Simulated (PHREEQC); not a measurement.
1 kg of water holding 0.0043 mol/kgw NaCl, 0.6 mol/kgw Na2SO4 and 0.0062 mol/kgw MgSO4 is evaporated at 15 °C; the solids stay in contact with the brine. The system is closed to CO2. The run lets Bischofite, Bloedite, Brucite, Epsomite, Halite, Hexahydrite, Kieserite, Mirabilite, Thenardite, MgCl2_4H2O precipitate or redissolve, and no other solid.

Base run: PHREEQC, Pitzer model, pitzer.dat. Each further column changes one thing. The table gives water activity.

| H2O removed (mol) | base | temperature from 15 to 5 °C | temperature from 15 to 50 °C |
|---|---|---|---|
| 0 | 0.979 | 0.984 | 0.978 |
| 9.886 | 0.975 | 0.984 | … |
| 18.01 | 0.970 | 0.984 | 0.968 |
| 24.69 | 0.968 | 0.984 | … |
| 30.18 | 0.968 | 0.984 | 0.954 |
| 34.69 | 0.968 | 0.983 | 0.944 |
| 38.4 | 0.967 | 0.983 | 0.932 |
| 41.44 | 0.967 | 0.983 | … |
| 43.95 | 0.966 | 0.982 | 0.899 |
| 46.01 | 0.965 | 0.981 | 0.887 |
| 47.7 | 0.962 | 0.978 | 0.887 |
| 49.09 | 0.938 | 0.955 | 0.887 |

### Question
Complete the blanks.

### Answer

- 9.886, temperature from 15 to 50 °C: 0.973
- 24.69, temperature from 15 to 50 °C: 0.961
- 41.44, temperature from 15 to 50 °C: 0.917

 Constants without temperature data keep their 25 °C values here.
